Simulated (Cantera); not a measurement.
Predominance diagram of Sr at 827 °C against the partial pressures of O2 and H2O (log10, bar). Cantera with NASA thermochemical tables; ideal gases at 1 bar, condensed phases pure. Candidates: Sr(l), SrO(s), Sr(OH)2(l). Only these pure phases compete in this equilibrium. Not in the tables: the peroxide.

```
log p(H2O) \ log p(O2)
        columns: -31, -29.7, -28.3, -27, -25.6, -24.3, -22.9, -21.6, -20.2, -18.9, -17.5, -16.2, -14.8, -13.5, -12.1, -10.8, -9.4, -8.1, -6.7, -5.4, -4, -2.7, -1.3, 0
      1  A A A A A A A A A A B B B B B B B B B B B B B B
   -0.4  A A A A A A A A C C C C C C C C C C C C C C C C
   -1.9  A A A A A A C C C C C C C C C C C C C C C C C C
   -3.3  A A A A C C C C C C C C C C C C C C C C C C C C
   -4.8  A A C C C C C C C C C C C C C C C C C C C C C C
   -6.2  C C C C C C C C C C C C C C C C C C C C C C C C
   -7.7  C C C C C C C C C C C C C C C C C C C C C C C C
   -9.1  C C C C C C C C C C C C C C C C C C C C C C C C
  -10.6  C C C C C C C C C C C C C C C C C C C C C C C C
    -12  C C C C C C C C C C C C C C C C C C C C C C C C
```

A: out of reach (another gas would pass 10 bar, or a non-metal would condense); B: Sr(OH)2(l); C: SrO(s).
